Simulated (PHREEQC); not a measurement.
0.22 g of hydrous ferric oxide (600 m²/g; 0.2 weak and 0.005 strong sites per Fe, Dzombak-Morel constants, diffuse double layer) in 1 kg of water with 0.05 mol/kgw of an inert sodium salt and 0.00035 mol MgCl2 and 7.3e-07 mol NaH2PO4, at 25 °C; the pH is set by adding NaOH or the inert anion's acid. Oxygen alone is held at its pressure in air (log pO2 = -0.68). CO2 from the air is kept out. No solid was allowed to form.

The numbers come from PHREEQC with the ion-association model, wateq4f.dat.

```csv
pH,Mg sorbed (%),P sorbed (%),surface charge σ (C/m²)
3,0.0,100.0,0.357
3.5,0.0,100.0,0.335
4,0.0,100.0,0.294
4.5,0.0,100.0,(withheld)
5,0.0,100.0,(withheld)
5.5,0.0,100.0,(withheld)
6,0.0,100.0,(withheld)
6.5,0.1,100.0,(withheld)
7,(withheld),100.0,(withheld)
7.5,3.7,99.8,0.018
8,16.7,99.3,0.009
8.5,37.0,(withheld),0.005
9,54.3,94.9,0.003
```

Problem. Fill in the missing entries.

Solution. 
- 4.5, surface charge σ (C/m²): 0.239
- 5, surface charge σ (C/m²): 0.181
- 5.5, surface charge σ (C/m²): 0.130
- 6, surface charge σ (C/m²): 0.089
- 6.5, surface charge σ (C/m²): 0.058
- 7, Mg sorbed (%): 0.5
- 7, surface charge σ (C/m²): 0.035
- 8.5, P sorbed (%): 98.2

H3PO4, which wateq4f.dat lacks, is added to it with the constant of phreeqc.dat. The oxide is taken as insoluble; below pH 4 it would dissolve.
